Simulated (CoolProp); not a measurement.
Properties of n-decane along the isobar 5410 kPa (Tc = 617.7 K, pc = 2101 kPa, ω = 0.488).

Values from CoolProp's reference Helmholtz-energy equation of state, Lemmon 2006. It is a short technical equation, of lower accuracy than the large ones.

| T (K) | phase | Z | conductivity (mW/(m K)) | Prandtl number |
|---|---|---|---|---|
| 260.5 | liquid | 0.4681 | 141 | 25.5 |
| 271.4 | liquid | 0.4543 | 138 | 21.3 |
| 282.3 | liquid | 0.4416 | 136 | 18.2 |
| 293.3 | liquid | 0.4298 | 133 | 15.9 |
| 304.2 | liquid | 0.4191 | 130 | 14.1 |
| 315.1 | liquid | 0.4092 | 127 | 12.7 |
| 326 | liquid | 0.4001 | 125 | 11.5 |
| 337 | liquid | 0.3916 | 122 | 10.6 |
| 347.9 | liquid | 0.3838 | 119 | 9.85 |
| 358.8 | liquid | 0.3767 | 117 | 9.20 |
| 369.7 | liquid | 0.3700 | 114 | 8.65 |
| 380.7 | liquid | 0.3639 | 112 | 8.17 |
| 391.6 | liquid | 0.3583 | 110 | 7.75 |
| 402.5 | liquid | 0.3531 | 107 | 7.39 |
| 413.4 | liquid | 0.3484 | 105 | 7.06 |
| 424.4 | liquid | 0.3440 | 103 | 6.77 |

Viscosity comes from a separate model (Huber 2004). Thermal conductivity comes from a separate model (Huber 2005).
